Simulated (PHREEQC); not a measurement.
# Metal-bearing waste water: speciation

Consider water at 25 °C and 500 atm with 0.088 mol/kgw CuSO4, 0.032 mol/kgw CaCl2, 0.0098 mol/kgw H2SO4 and 0.0066 mol/kgw Na2SO4. Closed to the air; pH follows from the charge balance.

Model: ion-association model, phreeqc.dat, run in PHREEQC.

Each row changes one thing in this solution. Precipitation was switched off in this run.

| case | pH | ionic strength (mol/kgw) | SO4-2 (mol/kgw) | Ca+2 (mol/kgw) | CaSO4 (mol/kgw) | HSO4- (mol/kgw) | SI of Gypsum (CaSO4:2H2O) | SI of Halite (NaCl) |
|---|---|---|---|---|---|---|---|---|
| as made | 2.10 | 0.308 | 0.0538 | 0.0197 | 0.0113 | 0.00854 | +0.15 | -5.05 |
| temperature from 25 to 10 °C | ? | ? | 0.0572 | 0.0206 | 0.0105 | 0.00713 | +0.16 | -5.04 |
| CuSO4 left out | ? | ? | 0.00830 | 0.0270 | 0.00439 | 0.00292 | -0.28 | -4.95 |

### Question
Fill in the missing entries.

### Answer

- temperature from 25 to 10 °C, pH: 2.04
- temperature from 25 to 10 °C, ionic strength (mol/kgw): 0.322
- CuSO4 left out, pH: 1.88
- CuSO4 left out, ionic strength (mol/kgw): 0.119

Some of these states are supersaturated (in Gypsum, for instance). Under pressure, the constants of complexes without a molar volume in the database are unreliable. At this temperature some constants are extrapolated from 25 °C, and those without enthalpy data are left unchanged.
